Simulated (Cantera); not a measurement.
Input: 1 mol Na₂CO₃, 7.3 mol H₂, at 33000 Pa.

These are equilibrium values from Cantera (NASA tables, ideal gas, pure condensed phases), not measurements of a reactor. Candidate condensed phases: C, C₆H₆, C₇H₈, C₈H₁₈, H₂O, Na, NaOH, NaO₂, Na₂CO₃, Na₂O, Na₂O₂; 117 gas species. Equilibrium is a limit: real reactors are often held back by kinetics, nucleation or transport.

Problem. Which condensed phases are stable at each of these points (T (K)): 973, 1023, 1073, 1123, 1173, 1223, 1273, 1323, 1373?

Solution. 
| T (K) | condensed phases | Na condensed (%) |
|---|---|---|
| 973 | Na₂CO₃(s) | 99.5 |
| 1023 | Na₂CO₃(s) | 99.0 |
| 1073 | Na₂CO₃(s) | 97.9 |
| 1123 | Na₂CO₃(s) | 95.7 |
| 1173 | Na₂CO₃(l) | 92.0 |
| 1223 | Na₂CO₃(l) | 85.8 |
| 1273 | Na₂CO₃(l) | 75.7 |
| 1323 | Na₂CO₃(l) | 59.7 |
| 1373 | Na₂CO₃(l) | 34.7 |

From 973 K to 1123 K the condensed part is Na₂CO₃(s). From 1173 K to 1373 K the condensed part is Na₂CO₃(l).
